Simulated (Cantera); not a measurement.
A closed system holds: 1 mol B2H6, 4.5 mol O2, at 158 Torr.

Equilibrium computed with Cantera from the NASA thermochemical tables; the gas is ideal and each condensed phase is pure. Candidate condensed phases: B, B2O3, B3O3H3, H2O; 23 gas species. The feed counts by its element totals alone. Gases not in the tables: H3BO3. The numbers say what is thermodynamically allowed, not how fast it happens. All values below are at 1375 K.

Base state: H2O 0.654, O2 0.331, HBO2 0.0127, (HBO2)3 0.00158, OH 0.000101 (mole fractions); condensed: B2O3(l).

What changes in the equilibrium state with this change: O2 from 4.5 to 0.089 mol?


```csv
species,before,after
H2,7.58e-7,0.995
B3O3H3,<1e-9,0.00318
HBO,<1e-9,0.00177
H2O,0.654,4.28e-6
O2,0.331,<1e-9
HBO2,0.0127,3.25e-5
(HBO2)3,0.00158,<1e-9
OH,0.000101,<1e-9
B2O2,<1e-9,3.39e-5
"B2O3(l), mol",0.960,0.0479
"B(s), mol",0,1.87
```
Mutual solubility and eutectic melting of coexisting phases are not modelled.
